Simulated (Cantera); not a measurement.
A closed system holds: 1 mol trisilylamine, 7.1 mol NH3, 2.2 mol N2, at 1648 K and 17.0 Pa.

Method: chemical equilibrium by Gibbs-energy minimisation in Cantera with the NASA 1993 tables (ideal gas, pure condensed phases). Candidate condensed phases: Si, Si3N4; 18 gas species. The feed counts by its element totals alone. The numbers say what is thermodynamically allowed, not how fast it happens.

Base state: H2 0.702, N2 0.291, H 0.00572, Si 0.00152, SiH 3.04e-5, Si2N 1.36e-5 (mole fractions); condensed: Si(s).

**Question.** What changes in the equilibrium state with this change: temperature from 1648 K to 1798 K?

**Answer.** 
```json
[
 {"species": "H2", "before": "0.702", "after": "0.676"},
 {"species": "N2", "before": "0.291", "after": "0.283"},
 {"species": "H", "before": "0.00572", "after": "0.0222"},
 {"species": "Si", "before": "0.00152", "after": "0.0181"},
 {"species": "Si3", "before": "1.20e-6", "after": "2.60e-5"},
 {"species": "Si2", "before": "5.05e-6", "after": "0.000109"},
 {"species": "Si(s), mol", "before": "2.97", "after": "0"},
 {"species": "Si(l), mol", "before": "0", "after": "2.58"}
]
```
The tables' values for SiN are old estimates; treat these amounts as uncertain. Gases not in the tables: Si2H6 and higher silanes.
